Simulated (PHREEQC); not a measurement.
## Polishing slurry liquid: an equilibrium model

A solution holds 0.06 mol/kgw HNO3, 6.2e-05 mol/kgw Al(NO3)3 and 0.12 mol/kgw H3BO3, at 25 °C. Closed to the air; pH follows from the charge balance.

Equilibrium calculation in PHREEQC: ion-association model, phreeqc.dat.

No solid was allowed to form.

Question: Predict the pH, specific conductance.

Answer: pH 1.29; specific conductance 21800 µS/cm.
